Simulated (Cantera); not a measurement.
Standard-state values (1 bar) from the NASA 1993 polynomials, evaluated with Cantera. Values are per mole of reaction as written; species without (g) are pure solids or liquids, kept so even where they would boil at 1 bar.

2 SiC2(g) + 2 SO2(g) → S2(g) + 2 Si + 4 CO(g)

```csv
T (K),ΔH° (kJ),ΔS° (J/K),ΔG° (kJ),log10 K
2550,___,___,___,___
2600,-847.2,152.8,-1244.4,25.00
2650,-847.3,152.7,-1252.1,24.68
2700,-847.4,152.7,-1259.7,24.37
2750,___,___,___,___
2800,-847.8,152.6,-1275.0,23.78
2850,-847.9,152.5,-1282.6,23.51
2900,___,___,___,___
2950,-848.4,152.4,-1297.8,22.98
3000,-848.6,152.3,-1305.5,22.73
```

**Question.** Fill in the missing entries.

**Answer.** 
- 2550, ΔH° (kJ): -847.1
- 2550, ΔS° (J/K): 152.8
- 2550, ΔG° (kJ): -1236.8
- 2550, log10 K: 25.33
- 2750, ΔH° (kJ): -847.6
- 2750, ΔS° (J/K): 152.6
- 2750, ΔG° (kJ): -1267.3
- 2750, log10 K: 24.07
- 2900, ΔH° (kJ): -848.1
- 2900, ΔS° (J/K): 152.4
- 2900, ΔG° (kJ): -1290.2
- 2900, log10 K: 23.24
